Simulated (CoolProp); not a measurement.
Vapour-liquid equilibrium of R114 (1) + n-heptane (2) at 331.3 K; x and y are mole fractions of (1).

Computed with CoolProp (multi-fluid Helmholtz-energy mixture model, Platzer 1990 and Span 2003; pair parameters Bell 2016). This equation is an older, rougher fit; its heat capacities, sound speeds and derivatives of the liquid may be far off and weren't checked against measurements.

```
x      bubble pressure, mixture model (kPa)  bubble pressure, Raoult's law (kPa)  y, mixture model  y, Raoult's law
-----  ------------------------------------  -----------------------------------  ----------------  ---------------
0.05                                  64.61                                52.47             0.607            0.527
0.125                                 119.7                                91.99             0.798            0.752
0.2                                   170.5                                131.5             0.866            0.841
0.275                                 216.6                                171.0             0.900            0.889
0.35                                  258.2                                210.6             0.921            0.919
0.425                                 295.6                                250.1             0.936            0.940
0.5                                   329.8                                289.6             0.947            0.955
0.575                                 361.6                                329.1             0.955            0.966
0.65                                  392.2                                368.7             0.963            0.975
0.725                                 422.7                                408.2             0.970            0.982
0.8                                   454.3                                447.7             0.978            0.988
0.875                                 488.2                                487.2             0.985            0.993
0.95                                  525.5                                526.7             0.994            0.998
```

The largest gap from Raoult's law is +30.1 % in bubble pressure, at x = 0.125. No azeotrope shows between x = 0.05 and 0.95.

The pair parameters rest on a limited set of measurements; away from them the model extrapolates.
